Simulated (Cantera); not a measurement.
Input (Python, Cantera) and output of one run.

```python
import numpy as np
import cantera as ct

gas_names = """
    B BF BF2 BF3 BH BHF2 BH2 BH3 BN B2 F F2 H HF H2 H2F2 H3F3 H4F4 H5F5 H6F6 H7F7 N NF NF2 NF3 NH NH2
    NH3 N2 N2H2 N2H4
""".split()
cond_names = """
    B(b) B(L) BN(s)
""".split()


# ... load() reads the species with a 1 bar reference pressure and builds the phases ...
atoms = {
    'BN': {'B': 1, 'N': 1},
    'NF3': {'N': 1, 'F': 3},
    'H2': {'H': 2},
}
top_T = {'BN(s)': 3200}  # K; cautious upper limits of use, not melting points


# ... equilibrate(T, P, feed) seeds the gas with the atoms and calls Mixture.equilibrate('TP', solver="vcs", rtol=1e-11, max_steps=5000) ...
results = []
T = 725  # K
P = 1333.22  # Pa
for m in [0.85, 1.1, 1.4, 1.8, 2.3, 3, 3.9, 5, 6.4, 8.2, 11, 14]:
    feed = {'BN': 1, 'NF3': m, 'H2': 1.5}  # mol
    mix = equilibrate(T, P, feed)
    results.append((T, P, feed, dict(zip(mix.species_names, mix.species_moles))))

top = {s: max(r[3][s] / sum(r[3][g] for g in gas_names) for r in results) for s in gas_names}
cols = sorted((s for s in top if top[s] > 0.001), key=lambda s: -top[s])[:5]
seen = [c for c in cond_names if any(r[3].get(c, 0) > 1e-12 for r in results)]
print("log10 of partial pressures in bar; condensed amounts in mol")
print(f"{'n(NF3)':>10s}" + "".join(f"{s[:9]:>10s}" for s in cols + seen))
for T, P, feed, n in results:
    ng = sum(n[g] for g in gas_names)
    print(f"{feed['NF3']:10.4g}" + "".join(f"{np.log10(max(n[s] / ng * P / 1e5, 1e-99)):10.3f}" for s in cols)
          + "".join(f"{n.get(c, 0):10.4g}" for c in seen))
```

Output:

```
log10 of partial pressures in bar; condensed amounts in mol
    n(NF3)        HF        H2        F2        N2       BF3     BN(s)
      0.85    -4.128    -2.207   -45.996    -2.452    -2.454     0.156
       1.1    -2.966    -2.313   -43.567    -2.422    -2.443         0
       1.4    -2.429    -2.554   -42.252    -2.429    -2.509         0
       1.8    -2.202    -3.106   -41.247    -2.437    -2.583         0
       2.3    -2.179   -41.152    -3.153    -2.449    -2.656         0
         3    -2.254   -41.697    -2.757    -2.470    -2.731         0
       3.9    -2.332   -42.027    -2.584    -2.492    -2.809         0
         5    -2.410   -42.287    -2.480    -2.513    -2.887         0
       6.4    -2.493   -42.526    -2.408    -2.532    -2.970         0
       8.2    -2.580   -42.754    -2.354    -2.550    -3.057         0
        11    -2.688   -43.018    -2.306    -2.569    -3.166         0
        14    -2.781   -43.231    -2.277    -2.582    -3.258         0
```

Equilibrium computed with Cantera from the NASA thermochemical tables; the gas is ideal and each condensed phase is pure.
